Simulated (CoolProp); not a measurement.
Vapour-liquid equilibrium of ethane (1) + n-perfluorobutane (2) at -62.95 °C; x and y are mole fractions of (1).

Computed with CoolProp (multi-fluid Helmholtz-energy mixture model, Bücker 2006 and Gao 2022; pair parameters Bell 2016).

```json
[
 {"x": "0.05", "bubble pressure, mixture model (MPa)": "0.05178", "bubble pressure, Raoult's law (MPa)": "0.02014", "y, mixture model": "0.934", "y, Raoult's law": "0.835"},
 {"x": "0.2", "bubble pressure, mixture model (MPa)": "0.1748", "bubble pressure, Raoult's law (MPa)": "0.07010", "y, mixture model": "0.982", "y, Raoult's law": "0.960"},
 {"x": "0.35", "bubble pressure, mixture model (MPa)": "0.2392", "bubble pressure, Raoult's law (MPa)": "0.1201", "y, mixture model": "0.987", "y, Raoult's law": "0.981"},
 {"x": "0.5", "bubble pressure, mixture model (MPa)": "0.2613", "bubble pressure, Raoult's law (MPa)": "0.1700", "y, mixture model": "0.989", "y, Raoult's law": "0.990"},
 {"x": "0.65", "bubble pressure, mixture model (MPa)": "0.2710", "bubble pressure, Raoult's law (MPa)": "0.2200", "y, mixture model": "0.990", "y, Raoult's law": "0.994"},
 {"x": "0.8", "bubble pressure, mixture model (MPa)": "0.2873", "bubble pressure, Raoult's law (MPa)": "0.2699", "y, mixture model": "0.992", "y, Raoult's law": "0.997"},
 {"x": "0.95", "bubble pressure, mixture model (MPa)": "0.3206", "bubble pressure, Raoult's law (MPa)": "0.3199", "y, mixture model": "0.997", "y, Raoult's law": "0.999"}
]
```

The largest gap from Raoult's law is +157.1 % in bubble pressure, at x = 0.05. No azeotrope shows between x = 0.05 and 0.95.

Pair parameters are fitted to limited data, so mixtures are less certain than the pure fluids. With so large a gap from Raoult's law the liquid may split in two, which this calculation doesn't test in full.
